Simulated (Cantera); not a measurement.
Feed: 1 mol SiH2Cl2, 0.57 mol N2, 63 mol H2, held at 902 °C and 0.0470 bar.

These are equilibrium values from Cantera (NASA tables, ideal gas, pure condensed phases), not measurements of a reactor. Candidate condensed phases: NH4Cl, Si, Si3N4; 28 gas species. N2 is the only nitrogen source here; it is nearly inert below about 1500 K, so the nitride shown seldom forms there in practice. The tables' values for SiCl3 are old estimates; treat these amounts as uncertain. The numbers say what is thermodynamically allowed, not how fast it happens.

Base state: H2 0.973, HCl 0.0248, SiCl2 0.00111, SiCl4 0.000441, SiHCl3 0.000408, SiCl3 0.000224, SiH2Cl2 4.83e-5 (mole fractions); condensed: Si3N4(s).

Task: What changes in the equilibrium state with this change: pressure from 0.0470 bar to 0.000130 bar?

Result: 
```tsv
species	before	after
H2	0.973	0.971
HCl	0.0248	0.0272
SiCl2	0.00111	0.00174
N2	4.07e-7	9.93e-5
SiH2Cl2	4.83e-5	2.09e-7
SiHCl3	0.000408	1.94e-6
SiCl4	0.000441	2.30e-6
Si3N4(s), mol	0.285	0.282
Si(s), mol	0	0.0400
```
Mutual solubility and eutectic melting of coexisting phases are not modelled.

Task: What changes in the equilibrium state with this change: temperature from 902 °C to 1652 °C?

Result: 
| species | before | after |
|---|---|---|
| H2 | 0.973 | 0.958 |
| HCl | 0.0248 | 0.0264 |
| N2 | 4.07e-7 | 0.00867 |
| H | 5.58e-7 | 0.00432 |
| SiCl2 | 0.00111 | 0.00191 |
| Si | <1e-9 | 0.000370 |
| SiCl | 1.19e-9 | 9.37e-5 |
| SiH | <1e-9 | 6.40e-5 |
| SiCl4 | 0.000441 | 7.74e-9 |
| Si3N4(s), mol | 0.285 | 0 |
| Si(l), mol | 0 | 0.834 |
The tables' values for SiCl are old estimates; treat these amounts as uncertain. Gases not in the tables: Si2H6 and higher silanes.
